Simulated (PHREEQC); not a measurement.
# Acid rinse or clean

Solution (20 °C): 0.0035 mol HF and 0.0086 mol FeCl3 per kg of water. Closed to the air; pH follows from the charge balance.

Model: ion-association model, phreeqc.dat, run in PHREEQC.

This is a speciation only: nothing precipitates in the calculation.

Problem. Estimate the pH.

Solution. pH 2.32.

Problem. In which forms is Fe present?

Solution. FeF+2 38 %, Fe+3 29 %, FeOH+2 16 %, FeCl+2 8.4 %, Fe2(OH)2+4 6.1 %, FeF2+ 1.4 % of the Fe.

Saturation is exceeded, for instance for Hematite (slow to form), Goethite (slow to form); the values hold only as long as no solid forms. Fluoro complexes past AlF4- and FeF3 are missing from the database.
